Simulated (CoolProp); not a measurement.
Model: reference Helmholtz-energy equation of state, de Reuck 1990, in CoolProp.

Question: Give the vapour pressure (MPa), liquid density (kg/m³), enthalpy of vaporisation (kJ/kg), liquid cp (kJ/(kg K)) of saturated fluorine at -159.95 °C.

Answer: 
| T (°C) | p (MPa) | liquid density (kg/m³) | enthalpy of vaporisation (kJ/kg) | liquid cp (kJ/(kg K)) |
|---|---|---|---|---|
| -159.95 | 1.09 | 1280 | 140 | 1.72 |
